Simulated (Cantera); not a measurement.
Mixture: 4.92 % CH4, 17.3 % O2, 77.8 % N2, equivalence ratio 0.57, at 4.20 bar, adiabatic and at constant pressure. Ignition delay is the time to a rise of 400 K.

Cantera simulation using GRI-Mech 3.0 (53 species, 325 reactions); the numbers are that mechanism's predictions, not measurements.

Problem. Predict: delay at 1100 K; delay at 1200 K; delay at 1300 K; delay at 1400 K; delay at 1500 K; delay at 1600 K; apparent activation energy between 1400 and 1600 K.

Solution. 
| Quantity | Result |
|---|---|
| delay at 1100 K | 42.1 ms |
| delay at 1200 K | 10.6 ms |
| delay at 1300 K | 3.07 ms |
| delay at 1400 K | 0.997 ms |
| delay at 1500 K | 0.362 ms |
| delay at 1600 K | 0.148 ms |
| apparent activation energy between 1400 and 1600 K | 180 kJ/mol |
